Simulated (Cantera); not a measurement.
A perfectly stirred reactor is fed with 3.59 % H₂, 18.9 % O₂, 77.5 % N₂, equivalence ratio 0.095, at 690 Pa; it is held at 1350 K, and followed from long to short residence time.

Detailed kinetics in Cantera: the H2/O2 subset of GRI-Mech 3.0, which has no nitrogen chemistry. Radical loss at walls, strong at low pressure, is not modelled. The temperature is held fixed by assumption; the heat of reaction is taken as removed at once.

One state of this run: x H₂ = 0.000576; x O₂ = 0.171; x H = 0.00184; x OH = 0.00185; x O = 0.00571. x: mole fraction; the columns are a selection and need not sum to one.

Q: Which value of τ (s) does it belong to?
A) 0.019
B) 2.2
C) 0.094
D) 0.46

A: B, 2.2
